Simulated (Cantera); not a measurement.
## Reactions in the system H-N-O-V

Standard-state values (1 bar) from the NASA 1993 polynomials, evaluated with Cantera. Values are per mole of reaction as written; species without (g) are pure solids or liquids, kept so even where they would boil at 1 bar.

3 V₂O₄ + 4 NH₃(g) = 6 V + 2 N₂(g) + 12 OH(g)

```
T (K)  ΔH° (kJ)  ΔS° (J/K)  ΔG° (kJ)  log10 K  condensed phases
-----  --------  ---------  --------  -------  ----------------
300      4937.6     1680.5    4433.5  -771.92     V₂O₄(s), V(s)
1975     4429.8     1306.4    1849.8   -48.92     V₂O₄(l), V(s)
2050     4415.3     1299.2    1752.1   -44.64     V₂O₄(l), V(s)
2125     4401.4     1292.5    1654.9   -40.68     V₂O₄(l), V(s)
2200     4525.2     1348.9    1557.6   -36.98     V₂O₄(l), V(l)
2275     4513.0     1343.5    1456.6   -33.44     V₂O₄(l), V(l)
```
